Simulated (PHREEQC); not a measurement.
A made-up water analysis in mmol/kgw, 90 °C, pH 6.49:

| constituent | mmol/kgw |
|---|---|
| Na | 537 |
| K | 9.51 |
| Ca | 23 |
| Mg | 5.14 |
| Cl | 594 |
| S(6) | 11.2 |
| Alkalinity (meq/kgw) | 0.778 |
| Si | 1.5 |
| B | 1.31 |

Valence states are taken as typed.

Model: Pitzer model, pitzer.dat, run in PHREEQC.

Precipitation was switched off in this run.

Order these C species by the share of C that they hold, largest first: CO3-2, CO2, HCO3-.

HCO3- (72 %), CO2 (28 %), CO3-2 (0.11 %)

The pH is 6.49 and the ionic strength 0.649 mol/kgw. At this temperature some constants are extrapolated from 25 °C, and those without enthalpy data are left unchanged.
